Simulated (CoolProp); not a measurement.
Vapour-liquid equilibrium of R134a (1) + R245fa (2) at 0.449 MPa; x and y are mole fractions of (1).

Computed with CoolProp (multi-fluid Helmholtz-energy mixture model, Tillner-Roth 1994 and Akasaka 2015; pair parameters Akasaka 2014).

```csv
x,bubble temperature (K),y at the bubble point,dew temperature at overall composition x (K),liquid density (mol/L)
0.05,328.1,0.141,330.7,9.421
0.2,317.8,0.452,326.4,9.902
0.35,309.3,0.651,321.5,10.35
0.5,302.3,0.783,315.9,10.79
0.65,296.4,0.874,309.4,11.22
0.8,291.3,0.939,301.3,11.66
0.95,286.9,0.987,290.4,12.12
```

No azeotrope shows between x = 0.05 and 0.95.

Pair parameters are fitted to limited data, so mixtures are less certain than the pure fluids.
